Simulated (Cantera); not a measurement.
An isothermal, constant-pressure homogeneous reactor starts with NH3 : N2 = 1 : 7.6 (molar parts), at 1325 K and 0.720 bar. Integrator tolerance rtol = 1e-08.

Model: the gas-phase N/H chemistry of the illustrative SiF4/NH3 mechanism in the Surface Chemkin manual (1991), integrated in Cantera. Walls and surfaces, which speed up NH3 decomposition in real reactors, are not modelled.

**Question.** What does this change do: temperature 1325 to 2073 K?

**Answer.** 
```
quantity                                             before                                    after
-----------------  ----------------------------------------  ---------------------------------------
x(NH3) at 5.00 s      0.115 (gas-phase equilibrium 4.51e-6)  1.87e-6 (gas-phase equilibrium 7.23e-7)
x(N2) at 5.00 s         0.883 (gas-phase equilibrium 0.844)      0.843 (gas-phase equilibrium 0.843)
x(N2H2) at 5.00 s    2.07e-8 (gas-phase equilibrium <1e-12)    <1e-12 (gas-phase equilibrium <1e-12)
x(N2H4) at 5.00 s    2.82e-8 (gas-phase equilibrium <1e-12)    <1e-12 (gas-phase equilibrium <1e-12)
x(NH2) at 5.00 s   4.29e-6 (gas-phase equilibrium 4.13e-11)  4.41e-8 (gas-phase equilibrium 1.71e-8)
```

**Question.** What does this change do: temperature 1325 to 2373 K?

**Answer.** 
| quantity | before | after |
|---|---|---|
| x(NH3) at 5.00 s | 0.115 (gas-phase equilibrium 4.51e-6) | 4.72e-7 (gas-phase equilibrium 4.72e-7) |
| x(N2) at 5.00 s | 0.883 (gas-phase equilibrium 0.844) | 0.841 (gas-phase equilibrium 0.841) |
| x(N2H2) at 5.00 s | 2.07e-8 (gas-phase equilibrium <1e-12) | 2.01e-12 (gas-phase equilibrium 2.01e-12) |
| x(N2H4) at 5.00 s | 2.82e-8 (gas-phase equilibrium <1e-12) | <1e-12 (gas-phase equilibrium <1e-12) |
| x(NH2) at 5.00 s | 4.29e-6 (gas-phase equilibrium 4.13e-11) | 6.44e-8 (gas-phase equilibrium 6.44e-8) |
